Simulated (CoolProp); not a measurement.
Saturation properties of octamethylcyclotetrasiloxane (D4) (Tc = 586.5 K, pc = 1.347 MPa, ω = 0.598).

Values from CoolProp's reference Helmholtz-energy equation of state, Thol 2015.

```json
[
 {"T (K)": "454.8", "p (MPa)": "0.1174", "enthalpy of vaporisation (kJ/kg)": "128.5", "liquid cp (kJ/(kg K))": "2.012", "vapour Z": "0.9143"},
 {"T (K)": "461.2", "p (MPa)": "(withheld)", "enthalpy of vaporisation (kJ/kg)": "125.9", "liquid cp (kJ/(kg K))": "2.028", "vapour Z": "0.9041"},
 {"T (K)": "467.6", "p (MPa)": "0.1591", "enthalpy of vaporisation (kJ/kg)": "123.2", "liquid cp (kJ/(kg K))": "2.046", "vapour Z": "0.8930"},
 {"T (K)": "473.9", "p (MPa)": "0.1834", "enthalpy of vaporisation (kJ/kg)": "120.5", "liquid cp (kJ/(kg K))": "2.063", "vapour Z": "0.8813"},
 {"T (K)": "480.3", "p (MPa)": "0.2109", "enthalpy of vaporisation (kJ/kg)": "117.6", "liquid cp (kJ/(kg K))": "2.081", "vapour Z": "(withheld)"},
 {"T (K)": "486.7", "p (MPa)": "0.2415", "enthalpy of vaporisation (kJ/kg)": "114.7", "liquid cp (kJ/(kg K))": "2.100", "vapour Z": "(withheld)"},
 {"T (K)": "493.1", "p (MPa)": "0.2754", "enthalpy of vaporisation (kJ/kg)": "111.7", "liquid cp (kJ/(kg K))": "2.120", "vapour Z": "0.8401"},
 {"T (K)": "499.4", "p (MPa)": "0.3122", "enthalpy of vaporisation (kJ/kg)": "108.6", "liquid cp (kJ/(kg K))": "2.140", "vapour Z": "0.8246"},
 {"T (K)": "505.8", "p (MPa)": "0.3533", "enthalpy of vaporisation (kJ/kg)": "105.3", "liquid cp (kJ/(kg K))": "2.162", "vapour Z": "0.8077"},
 {"T (K)": "512.2", "p (MPa)": "(withheld)", "enthalpy of vaporisation (kJ/kg)": "(withheld)", "liquid cp (kJ/(kg K))": "2.185", "vapour Z": "(withheld)"},
 {"T (K)": "518.6", "p (MPa)": "0.4479", "enthalpy of vaporisation (kJ/kg)": "98.31", "liquid cp (kJ/(kg K))": "2.210", "vapour Z": "0.7700"},
 {"T (K)": "524.9", "p (MPa)": "(withheld)", "enthalpy of vaporisation (kJ/kg)": "94.58", "liquid cp (kJ/(kg K))": "2.237", "vapour Z": "0.7494"},
 {"T (K)": "531.3", "p (MPa)": "0.5600", "enthalpy of vaporisation (kJ/kg)": "90.56", "liquid cp (kJ/(kg K))": "2.268", "vapour Z": "(withheld)"}
]
```

### Question
Fill in the missing entries.

### Answer

- 461.2, p (MPa): 0.1371
- 480.3, vapour Z: 0.8685
- 486.7, vapour Z: 0.8548
- 512.2, p (MPa): 0.3984
- 512.2, enthalpy of vaporisation (kJ/kg): 101.9
- 512.2, vapour Z: 0.7895
- 524.9, p (MPa): 0.5011
- 531.3, vapour Z: 0.7268

It boils at 448.9 K under 1 atm.
